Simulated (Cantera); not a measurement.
## Stirred combustor or abatement burner

A perfectly stirred reactor is fed with 34.0 % CO, 3.23 % H₂, 11.6 % O₂, 43.9 % N₂, 7.15 % H₂O, at 27000 Pa; it is adiabatic with a 425 K inlet, and is followed from long to short residence time, starting on the burning branch (τ in s: 0.26, 0.091, 0.032, 0.011, 0.004, 0.0014, 0.0005, 0.00018, 6.2e-05, 2.2e-05, 7.7e-06).

Detailed kinetics in Cantera: GRI-Mech 3.0 (53 species, 325 reactions).

| τ (s) | T (K) | x CO | x H₂ | x O₂ | x H₂O₂ | x HO₂ | x NO₂ |
|---|---|---|---|---|---|---|---|
| 0.26 | 2176 | 0.151 | 0.0126 | 0.00240 | 1.26e-8 | 1.91e-7 | 1.75e-8 |
| 0.091 | 2121 | 0.154 | 0.0132 | 0.00460 | 2.06e-8 | 3.38e-7 | 1.12e-8 |
| 0.032 | 2032 | 0.159 | 0.0143 | 0.00811 | 3.63e-8 | 6.08e-7 | 4.86e-9 |
| 0.011 | 1905 | 0.164 | 0.0158 | 0.0126 | 7.17e-8 | 1.08e-6 | 2.16e-9 |
| 0.0040 | 1756 | 0.168 | 0.0172 | 0.0170 | 1.49e-7 | 1.73e-6 | 1.46e-9 |
| 0.0014 | 1577 | 0.170 | 0.0176 | 0.0216 | 3.17e-7 | 2.72e-6 | 1.05e-9 |
| 0.00050 | 1366 | 0.189 | 0.0147 | 0.0322 | 5.33e-7 | 5.47e-6 | 6.12e-10 |
| 0.00018 | 425 | 0.340 | 0.0323 | 0.116 | <1e-12 | <1e-12 | <1e-12 |
| 6.2e-5 | 425 | 0.340 | 0.0323 | 0.116 | <1e-12 | <1e-12 | <1e-12 |
| 2.2e-5 | 425 | 0.340 | 0.0323 | 0.116 | <1e-12 | <1e-12 | <1e-12 |
| 7.7e-6 | 425 | 0.340 | 0.0323 | 0.116 | <1e-12 | <1e-12 | <1e-12 |
x: mole fraction; the columns are a selection and need not sum to one.
